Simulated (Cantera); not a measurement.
A closed system holds: 1 mol FeS2, 1300 mol H2, 13 mol N2, held at 1875 °C and 290 Pa.

These are equilibrium values from Cantera (NASA tables, ideal gas, pure condensed phases), not measurements of a reactor. Candidate condensed phases: Fe, FeS, FeS2, S; 16 gas species. Rates play no part.

Base state: H2 0.914, H 0.0740, N2 0.00952, S 0.000792, Fe 0.000732, SH 0.000504, H2S 0.000109, S2 2.95e-5 (mole fractions); condensed: gas only.

Problem. What changes in the equilibrium state with this change: pressure from 290 Pa to 7900 Pa?

Solution. 
| species | before | after |
|---|---|---|
| H2 | 0.914 | 0.973 |
| H | 0.0740 | 0.0146 |
| N2 | 0.00952 | 0.00982 |
| S | 0.000792 | 0.000171 |
| Fe | 0.000732 | 0.000755 |
| H2S | 0.000109 | 0.000679 |
| S2 | 2.95e-5 | 3.74e-5 |
| SH | 0.000504 | 0.000586 |
